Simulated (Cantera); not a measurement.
**Low-pressure radical oxidation in H2/O2**

An isothermal, constant-pressure homogeneous reactor starts with 0.917 % H₂, 36.7 % O₂, 62.4 % N₂, equivalence ratio 0.013, at 1125 K and 0.0132 atm.

Cantera simulation using the H2/O2 subset of GRI-Mech 3.0, which has no nitrogen chemistry; the numbers are that mechanism's predictions, not measurements. Radical loss at walls, strong at low pressure, is not modelled.

```tsv
t (s)	x H₂	x O₂	x H₂O	x HO₂	x H	x H₂O₂
1.00e-6	0.00917	0.367	<1e-12	<1e-12	<1e-12	<1e-12
3.62e-6	0.00917	0.367	<1e-12	2.46e-12	2.43e-12	<1e-12
1.31e-5	0.00917	0.367	<1e-12	8.89e-12	8.55e-12	<1e-12
4.73e-5	0.00917	0.367	<1e-12	3.22e-11	2.81e-11	<1e-12
0.000171	0.00917	0.367	6.30e-12	1.16e-10	7.80e-11	<1e-12
0.000618	0.00917	0.367	1.82e-10	4.22e-10	2.11e-10	<1e-12
0.00224	0.00917	0.367	6.28e-9	1.56e-9	1.80e-9	<1e-12
0.00809	0.00916	0.367	8.36e-6	5.02e-8	1.83e-6	2.31e-11
0.0292	0.000100	0.360	0.00834	9.49e-7	0.000930	1.78e-8
0.106	5.42e-5	0.361	0.00872	7.84e-7	0.000436	1.60e-8
0.382	1.65e-5	0.363	0.00905	4.77e-7	7.16e-5	1.46e-8
1.38	2.21e-6	0.364	0.00917	1.60e-7	3.57e-6	8.59e-9
5.00	2.28e-7	0.364	0.00920	3.21e-8	1.22e-7	2.51e-9
```
x: mole fraction; the columns are a selection and need not sum to one.

Equilibrium at this temperature and pressure: H₂ 3.21e-10, O₂ 0.364, H₂O 0.00922, HO₂ 8.59e-10, H 6.94e-12, H₂O₂ 7.52e-12 (gas phase only).
